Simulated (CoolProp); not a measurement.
A simple Rankine cycle with water: condensing at 324.15 K, boiler at 0.0958 MPa, turbine inlet 376.6 K, turbine efficiency 0.8, pump efficiency 0.6, no recuperator. Each further row changes one setting.

The numbers come from the reference Helmholtz-energy equation of state, Wagner 2002 in CoolProp.

```csv
case,thermal efficiency (%),net work (kJ/kg),heat in (kJ/kg),turbine exit temperature (K),volume ratio over the turbine
as stated,9.8,242,2470,324.2,6.01
turbine inlet 396.6 K,9.9,248,2510,324.2,5.78
condensing temperature 316.15 K,11.4,286,2500,316.2,8.69
boiler pressure 0.0671 MPa,8.1,201,2470,324.2,4.27
turbine efficiency 0.7,8.6,212,2470,324.2,6.09
```

The expansion ends wet for: as stated; turbine inlet 396.6 K; condensing temperature 316.15 K; boiler pressure 0.0671 MPa; turbine efficiency 0.7.
